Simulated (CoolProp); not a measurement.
Model: reference Helmholtz-energy equation of state, Gao 2022, in CoolProp.

For n-perfluorohexane, give the phase and the density (kg/m³), cp (kJ/(kg K)), speed of sound (m/s), expansivity (1/kK) at 450 K and 3270 kPa.


- 450 K and 3270 kPa: supercritical; density 1090, cp 1.34, speed of sound 135, expansivity 6.90
